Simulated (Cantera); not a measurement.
Charge: 1 mol CCl₄, 0.011 mol Si, 4.7 mol H₂, 0.011 mol HCl, equilibrated at 270 Pa.

Cantera equilibrium calculation (NASA polynomials, part measured and part estimated; ideal gas, pure solids and liquids). Candidate condensed phases: C, C₆H₆, C₇H₈, C₈H₁₈, Si, SiC; 109 gas species. The tables' values for SiCl₃ are old estimates; treat these amounts as uncertain. Kinetics and transport are ignored. All values below are at 1625 K.

Base state: HCl 0.593, H₂ 0.404, SiCl₂ 0.00154, Cl 0.000997, H 0.000863, SiCl₃ 8.85e-5, C₂H₂ (acetylene) 1.44e-5, SiCl₄ 1.18e-5 (mole fractions); condensed: C(graphite).

**Question.** What changes in the equilibrium state with this change: pressure from 270 Pa to 133 Pa?

**Answer.** 
```csv
species,before,after
HCl,0.593,0.592
H₂,0.404,0.404
SiCl₂,0.00154,0.00157
Cl,0.000997,0.00142
H,0.000863,0.00123
SiCl₄,1.18e-5,5.95e-6
SiCl₃,8.85e-5,6.34e-5
C₂H₂ (acetylene),1.44e-5,1.44e-5
"C(graphite), mol",1.000,1.000
```
